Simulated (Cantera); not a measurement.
Charge: 1 mol Si3N4, 0.033 mol C, 1.8 mol N2, held at 2725 K and 10.0 Torr.

Cantera equilibrium calculation (NASA polynomials, part measured and part estimated; ideal gas, pure solids and liquids). Candidate condensed phases: C, Si, SiC, Si3N4; 20 gas species. The tables' values for SiN are old estimates; treat these amounts as uncertain. Kinetics and transport are ignored.

Base state: N2 0.563, Si 0.426, Si2 0.00393, Si2C 0.00356, SiN 0.00272, SiC2 0.000550, Si2N 0.000536, CN 0.000195 (mole fractions); condensed: gas only.

Problem. What changes in the equilibrium state with this change: temperature from 2725 K to 2250 K?

Solution. 
```
species        before     after
-----------  --------  --------
N2              0.563     0.950
Si              0.426    0.0444
Si2C          0.00356   0.00308
Si2           0.00393  0.000783
C             1.12e-5   3.40e-8
N             1.29e-5   1.89e-7
SiC           2.91e-5   6.15e-7
CN           0.000195   1.07e-5
Si(l), mol          0      2.76
SiC(s), mol         0    0.0200
```
Mutual solubility and eutectic melting of coexisting phases are not modelled.

Problem. What changes in the equilibrium state with this change: 0.031 mol O2 added?

Solution. 
```
species    before     after
-------  --------  --------
N2          0.563     0.559
Si          0.426     0.423
SiO             0   0.00539
CO              0   0.00376
SiC2     0.000550   4.10e-5
Si2C      0.00356  0.000964
SiC       2.91e-5   7.93e-6
CN       0.000195   5.33e-5
```
Further candidate phases: SiO2, Si2N2O.
